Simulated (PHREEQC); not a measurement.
0.99 g of hydrous ferric oxide (600 m²/g; 0.2 weak and 0.005 strong sites per Fe, Dzombak-Morel constants, diffuse double layer) in 1 kg of water with 0.01 mol/kgw of an inert sodium salt and 0.0011 mol H3BO3, at 25 °C; the pH is set by adding NaOH or the inert anion's acid. Oxygen is held at 0.21 atm. The system is closed to CO2. Precipitation was switched off in this run.

The numbers come from PHREEQC with the ion-association model, wateq4f.dat.

**Question.** Predict surface charge σ (C/m²) at pH = 4.38, 6.62, 7, 9.25, 9.62.

**Answer.** 
```json
[
 {"pH": "4.38", "surface charge σ (C/m²)": "0.175"},
 {"pH": "6.62", "surface charge σ (C/m²)": "0.027"},
 {"pH": "7", "surface charge σ (C/m²)": "0.017"},
 {"pH": "9.25", "surface charge σ (C/m²)": "-0.018"},
 {"pH": "9.62", "surface charge σ (C/m²)": "-0.028"}
]
```

Complexes and solids missing from the database can't appear.
